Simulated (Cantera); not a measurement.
What does this Cantera script print?

```python
import numpy as np
import cantera as ct

gas_names = """
    AL ALC ALN ALO ALO2 AL2 AL2O AL2O2 C CN CO CO2 C2 CCN CNC C2N2 C2O C3 C3O2 C4 C4N2 C5 N NCO NO NO2
    NO3 N2 N2O O O2 O3
""".split()
cond_names = """
    AL(cr) AL(L) ALN(s) AL2O3(a) AL2O3(L) C(gr)
""".split()


# ... load() reads the species with a 1 bar reference pressure and builds the phases ...
atoms = {
    'Al': {'AL': 1},
    'CO': {'C': 1, 'O': 1},
    'N2': {'N': 2},
}
top_T = {'ALN(s)': 2750, 'C(gr)': 4500}  # K; cautious upper limits of use, not melting points


# ... equilibrate(T, P, feed) seeds the gas with the atoms and calls Mixture.equilibrate('TP', solver="vcs", rtol=1e-11, max_steps=5000) ...
results = []
feed = {'Al': 1, 'CO': 24, 'N2': 2.8}  # mol
P = 410000  # Pa
for T in [748, 848, 948, 1048, 1148, 1248, 1348, 1448, 1548, 1648, 1748, 1848, 1948]:
    mix = equilibrate(T, P, feed)
    results.append((T, P, feed, dict(zip(mix.species_names, mix.species_moles))))
    x = sorted(zip(gas.X, gas.species_names), reverse=True)
    print(f"T = {T:g} K  P = {P:g} Pa  gas = {mix.phase_moles(0):.4g} mol")
    print("   x: " + "  ".join(f"{s} {v:.3e}" for v, s in x if v > 1e-06))
    print("   condensed (mol): " + ("  ".join(f"{mix.phase(i).name} {mix.phase_moles(i):.4g}"
          for i in range(1, mix.n_phases) if mix.phase_moles(i) > 1e-12) or "none"))
```

It prints:

```
T = 748 K  P = 410000 Pa  gas = 14.18 mol
   x: CO2 7.846e-01  N2 1.975e-01  CO 1.787e-02
   condensed (mol): AL2O3(a) 0.5  C(gr) 12.62
T = 848 K  P = 410000 Pa  gas = 14.7 mol
   x: CO2 7.216e-01  N2 1.905e-01  CO 8.783e-02
   condensed (mol): AL2O3(a) 0.5  C(gr) 12.1
T = 948 K  P = 410000 Pa  gas = 16.31 mol
   x: CO2 5.513e-01  CO 2.771e-01  N2 1.717e-01
   condensed (mol): AL2O3(a) 0.5  C(gr) 10.49
T = 1048 K  P = 410000 Pa  gas = 19.59 mol
   x: CO 5.658e-01  CO2 2.913e-01  N2 1.429e-01
   condensed (mol): AL2O3(a) 0.5  C(gr) 7.207
T = 1148 K  P = 410000 Pa  gas = 22.98 mol
   x: CO 7.774e-01  N2 1.218e-01  CO2 1.008e-01
   condensed (mol): AL2O3(a) 0.5  C(gr) 3.817
T = 1248 K  P = 410000 Pa  gas = 24.57 mol
   x: CO 8.563e-01  N2 1.140e-01  CO2 2.969e-02
   condensed (mol): AL2O3(a) 0.5  C(gr) 2.23
T = 1348 K  P = 410000 Pa  gas = 25.06 mol
   x: CO 8.788e-01  N2 1.117e-01  CO2 9.440e-03
   condensed (mol): AL2O3(a) 0.5  C(gr) 1.737
T = 1448 K  P = 410000 Pa  gas = 25.21 mol
   x: CO 8.855e-01  N2 1.111e-01  CO2 3.437e-03
   condensed (mol): AL2O3(a) 0.5  C(gr) 1.587
T = 1548 K  P = 410000 Pa  gas = 25.26 mol
   x: CO 8.877e-01  N2 1.108e-01  CO2 1.423e-03
   condensed (mol): AL2O3(a) 0.5  C(gr) 1.536
T = 1648 K  P = 410000 Pa  gas = 25.28 mol
   x: CO 8.886e-01  N2 1.107e-01  CO2 6.579e-04
   condensed (mol): AL2O3(a) 0.5  C(gr) 1.517
T = 1748 K  P = 410000 Pa  gas = 25.29 mol
   x: CO 8.890e-01  N2 1.107e-01  CO2 3.336e-04
   condensed (mol): AL2O3(a) 0.5  C(gr) 1.508
T = 1848 K  P = 410000 Pa  gas = 25.3 mol
   x: CO 8.891e-01  N2 1.107e-01  CO2 1.829e-04
   condensed (mol): AL2O3(a) 0.5  C(gr) 1.505
T = 1948 K  P = 410000 Pa  gas = 25.3 mol
   x: CO 8.892e-01  N2 1.107e-01  CO2 1.070e-04
   condensed (mol): AL2O3(a) 0.5  C(gr) 1.503
```

Equilibrium computed with Cantera from the NASA thermochemical tables; the gas is ideal and each condensed phase is pure.
